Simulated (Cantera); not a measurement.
Gas mixture: 32.7 % H2O, 22.8 % CO, 19.1 % C2H6, 25.4 % C2H4, at 0.0132 atm, frozen composition.

Cantera's kinetic-theory transport with the Lennard-Jones parameters of GRI-Mech 3.0, ideal gas; thermal conductivity in the mixture-averaged form. Polar gases are described roughly by these parameters. The composition is frozen, though it would react at the higher temperatures.

D: mixture-averaged diffusion coefficient of that species in the mixture.

| T (K) | ρ (kg/m³) | cp (J/kg/K) | μ (µPa s) | λ (mW/m/K) | Pr | D (cm²/s) C2H2 | D (cm²/s) NH3 | D (cm²/s) H |
|---|---|---|---|---|---|---|---|---|
| 400 | 0.0101 | 1739 | 15.0 | 34.6 | 0.752 | 18.8 | 23.8 | 136 |
| 500 | 0.00806 | 1948 | 18.3 | 46.4 | 0.769 | 28.5 | 36.9 | 205 |
| 600 | 0.00672 | 2144 | 21.4 | 58.6 | 0.784 | 39.7 | 52.4 | 284 |
| 700 | 0.00576 | 2315 | 24.4 | 71.1 | 0.794 | 52.3 | 70.1 | 372 |
| 800 | 0.00504 | 2461 | 27.2 | 83.7 | 0.800 | 66.2 | 89.8 | 469 |
| 900 | 0.00448 | 2589 | … | … | 0.804 | … | … | … |
| 1000 | 0.00403 | 2720 | 32.5 | 109 | 0.811 | 97.7 | 135 | 689 |
| 1100 | 0.00366 | 2827 | 34.9 | … | 0.815 | … | … | … |

### Question
Complete the blanks.

### Answer

- 900, μ (µPa s): 29.9
- 900, λ (mW/m/K): 96.3
- 900, D (cm²/s) C2H2: 81.4
- 900, D (cm²/s) NH3: 111
- 900, D (cm²/s) H: 575
- 1100, λ (mW/m/K): 121
- 1100, D (cm²/s) C2H2: 115
- 1100, D (cm²/s) NH3: 160
- 1100, D (cm²/s) H: 810
